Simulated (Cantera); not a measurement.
A Cantera script and its output.

```python
import numpy as np
import cantera as ct

gas = ct.Solution("gri30.yaml")
gas.TPX = 998, 500000, {'CO': 1, 'H2': 0.63, 'CH4': 0.042, 'O2': 2.04, 'N2': 24.5}
reactor = ct.IdealGasConstPressureReactor(gas, energy="on", clone=False)
net = ct.ReactorNet([reactor])
net.rtol, net.atol = 1e-08, 1e-16
show = ['CO', 'H2', 'CH4', 'C2H6', 'CH2O']
times = np.geomspace(3e-06, 0.6, 15)

steps = ct.SolutionArray(gas, extra=["t"])
rows = []
print(f"{'t/s':>10s}{'T/K':>9s}{'P/Pa':>11s}" + "".join(f"{s:>11s}" for s in show))
for t in times:
    while net.time < t:
        t_next = net.step()
        steps.append(gas.state, t=t_next)
    rows.append([np.interp(t, steps.t, y) for y in (steps.T, steps.P, *steps(*show).X.T)])
    print(f"{t:10.3e}{rows[-1][0]:9.1f}{rows[-1][1]:11.4g}" + "".join(f"{x:11.3e}" for x in rows[-1][2:]))
rate = np.gradient(steps.T, steps.t)
print("integrator steps:", len(steps.t))
if steps.T.max() > steps.T[0] + 200:
    print(f"time of steepest temperature rise: {steps.t[rate.argmax()]:.4e} s")
gas.TPX = 998, 500000, {'CO': 1, 'H2': 0.63, 'CH4': 0.042, 'O2': 2.04, 'N2': 24.5}
gas.equilibrate("HP")
print(f"equilibrium (HP): T = {gas.T:.1f} K  " + "  ".join(f"{s} {gas[s].X[0]:.3e}" for s in show))
```

Output:

```
       t/s      T/K       P/Pa         CO         H2        CH4       C2H6       CH2O
 3.000e-06    998.0      5e+05  3.545e-02  2.233e-02  1.489e-03  5.986e-21  1.538e-15
 7.174e-06    998.0      5e+05  3.545e-02  2.233e-02  1.489e-03  2.530e-19  1.567e-14
 1.716e-05    998.0      5e+05  3.545e-02  2.233e-02  1.489e-03  7.799e-18  1.392e-13
 4.103e-05    998.0      5e+05  3.545e-02  2.233e-02  1.489e-03  1.435e-16  9.695e-13
 9.811e-05    998.0      5e+05  3.545e-02  2.233e-02  1.489e-03  1.621e-15  5.307e-12
 2.346e-04    998.0      5e+05  3.545e-02  2.233e-02  1.489e-03  1.258e-14  2.421e-11
 5.610e-04    998.0      5e+05  3.545e-02  2.233e-02  1.489e-03  9.625e-14  1.110e-10
 1.342e-03    998.0      5e+05  3.545e-02  2.233e-02  1.489e-03  1.413e-12  7.829e-10
 3.208e-03    998.0      5e+05  3.544e-02  2.233e-02  1.489e-03  9.904e-11  2.546e-08
 7.672e-03    999.6      5e+05  3.536e-02  2.222e-02  1.484e-03  1.480e-08  4.335e-06
 1.835e-02   1056.5      5e+05  3.359e-02  1.770e-02  1.129e-03  5.913e-07  6.641e-05
 4.387e-02   1489.7      5e+05  4.771e-07  1.006e-07 -6.223e-19 -1.417e-29  1.646e-18
 1.049e-01   1489.7      5e+05  3.513e-07  9.463e-08  1.174e-23  2.232e-36  7.340e-20
 2.509e-01   1489.7      5e+05  3.513e-07  9.462e-08  3.115e-23  6.465e-42  7.339e-20
 6.000e-01   1489.7      5e+05  3.513e-07  9.462e-08  2.591e-23  3.214e-42  7.337e-20
integrator steps: 1937
time of steepest temperature rise: 2.0222e-02 s
equilibrium (HP): T = 1488.3 K  CO 3.451e-07  H2 9.317e-08  CH4 1.331e-30  C2H6 6.163e-56  CH2O 7.089e-20
```

Cantera simulation using GRI-Mech 3.0 (53 species, 325 reactions); the numbers are that mechanism's predictions, not measurements. Below about 1000 K GRI-Mech 3.0 lacks low-temperature oxidation paths.
